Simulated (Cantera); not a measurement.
An isothermal, constant-pressure homogeneous reactor starts with 67.3 % CH₄, 32.7 % H₂O, at 1550 K and 0.132 atm.

Model: GRI-Mech 3.0 (53 species, 325 reactions), integrated in Cantera. GRI-Mech 3.0 stops at C3 and has no aromatics, soot or wall deposition, so with more carbon than oxygen in the feed, carbon stays in small species such as C2H2 where larger ones or solid carbon would form.

Problem. Predict: x(CH₄) at 80.0 s; x(H₂O) at 80.0 s; x(CH₂O) at 80.0 s; x(C₂H₆) at 80.0 s; x(CH₃) at 80.0 s.

Solution. 
```
Property                                             Value
-----------------  ---------------------------------------
x(CH₄) at 80.0 s     0.0139 (gas-phase equilibrium 0.0121)
x(H₂O) at 80.0 s   0.00811 (gas-phase equilibrium 2.37e-7)
x(CH₂O) at 80.0 s  8.20e-9 (gas-phase equilibrium 7.09e-9)
x(C₂H₆) at 80.0 s  9.57e-7 (gas-phase equilibrium 8.13e-7)
x(CH₃) at 80.0 s   2.84e-5 (gas-phase equilibrium 2.48e-5)
```
